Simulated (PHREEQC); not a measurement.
Solution (20 °C): 0.0081 mol CdCl2, 0.00069 mol KCl and 0.29 mol H2SO4 per kg of water. Closed to the air; pH follows from the charge balance.

Equilibrium calculation in PHREEQC: ion-association model, phreeqc.dat.

**Question.** The ionic strength comes out as 0.379 mol/kgw. What activity coefficients do H+, CdCl+, KSO4-, K+, SO4-2 get?

**Answer.** H+ 0.77, CdCl+ 0.73, KSO4- 0.71, K+ 0.67, SO4-2 0.23.

This is a speciation only: nothing precipitates in the calculation. Species that the database lacks are ignored.
